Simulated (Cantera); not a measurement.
# C2H2 + H2 (carbon deposition, reforming and gasification)

Charge: 1 mol C2H2, a varied amount of H2, at 375 °C and 1 atm.

Equilibrium computed with Cantera from the NASA thermochemical tables; the gas is ideal and each condensed phase is pure. Candidate condensed phases: C, C6H6, C7H8, C8H18; 76 gas species. Equilibrium is a limit: real reactors are often held back by kinetics, nucleation or transport.

```
n(H2) (mol)  log p H2  log p CH4  log p C2H6  log p C2H4  n C(graphite)
-----------  --------  ---------  ----------  ----------  -------------
1.8             -0.76      -0.08       -5.18       -8.90          0.733
4.5             -0.36      -0.24       -5.89      -10.00              0
7.2             -0.16      -0.49       -6.59      -10.90              0
9.8             -0.11      -0.64       -6.95      -11.32              0
13              -0.07      -0.77       -7.25      -11.65              0
15              -0.06      -0.84       -7.40      -11.81              0
18              -0.05      -0.92       -7.58        <-11              0
21              -0.04      -0.99       -7.73        <-11              0
```
log p: log10 of the partial pressure in bar; n: condensed amount in mol.

At 1.8 mol H2 the condensed part is C(graphite). From 4.5 mol H2 to 21 mol H2 nothing is condensed. The main C-bearing gas is CH4 throughout.
